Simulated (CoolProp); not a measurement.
Values from CoolProp's reference Helmholtz-energy equation of state, Smukala 2000.

Problem. Give the vapour pressure (kPa), vapour density (kg/m³), surface tension (mN/m) of saturated ethylene at -84.45, -73.15 °C.

Solution. 
```
T (°C)  p (kPa)  vapour density (kg/m³)  surface tension (mN/m)
------  -------  ----------------------  ----------------------
-84.45      278                    5.34                    13.1
-73.15      455                    8.49                    11.3
```

Surface tension comes from a separate correlation (Mulero 2012).
